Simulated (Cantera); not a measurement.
Charge: 1 mol CuO, 2 mol HF, a varied amount of H2, at 825 K and 67000 Pa.

Equilibrium computed with Cantera from the NASA thermochemical tables; the gas is ideal and each condensed phase is pure. Candidate condensed phases: Cu, CuF2, CuO, Cu(OH)2, Cu2O, H2O; 27 gas species. Equilibrium is a limit: real reactors are often held back by kinetics, nucleation or transport.

Question: At 14 mol H2, list the 3 most abundant gas species with their mole fractions, and the condensed phases.

Answer: H2 0.813, HF 0.125, H2O 0.0625. Condensed: Cu(s).
